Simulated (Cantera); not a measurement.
## Ignition delay

Mixture: 35.0 % CO, 2.03 % H₂, 13.2 % O₂, 49.7 % N₂, equivalence ratio 1.4, at 610000 Pa, adiabatic and at constant volume. Ignition delay is the time to a rise of 400 K.

Cantera simulation using GRI-Mech 3.0 (53 species, 325 reactions); the numbers are that mechanism's predictions, not measurements. The hydrogen kinetics of GRI-Mech 3.0 are dated; newer H2 mechanisms differ, most at raised pressure. Where the delays flatten at high temperature, the 400 K rule measures the pace of heat release, not the induction time.

```csv
T0 (K),delay (ms)
1250,0.0238
1350,0.0126
1450,0.00857
1550,0.00662
1650,0.00553
1750,0.00488
1850,0.00448
1950,0.00427
2050,0.00418
```
